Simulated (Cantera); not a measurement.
An isothermal, constant-pressure homogeneous reactor starts with 28.6 % C₂H₆, 71.4 % N₂, at 1800 K and 0.0267 bar.

Detailed kinetics in Cantera: GRI-Mech 3.0 (53 species, 325 reactions). GRI-Mech 3.0 stops at C3 and has no aromatics, soot or wall deposition, so with more carbon than oxygen in the feed, carbon stays in small species such as C2H2 where larger ones or solid carbon would form. Radical loss at walls, strong at low pressure, is not modelled.

**Question.** Predict: x(HCN) at 200 s; x(CH₄) at 200 s; x(C₂H₄) at 200 s; x(C₂H₂) at 200 s; x(H) at 200 s.

**Answer.** 
- x(HCN) at 200 s = 0.000183 (gas-phase equilibrium 0.131)
- x(CH₄) at 200 s = 0.000141 (gas-phase equilibrium 0.000114)
- x(C₂H₄) at 200 s = 4.07e-5 (gas-phase equilibrium 2.61e-5)
- x(C₂H₂) at 200 s = 0.182 (gas-phase equilibrium 0.116)
- x(H) at 200 s = 0.00133 (gas-phase equilibrium 0.00133)
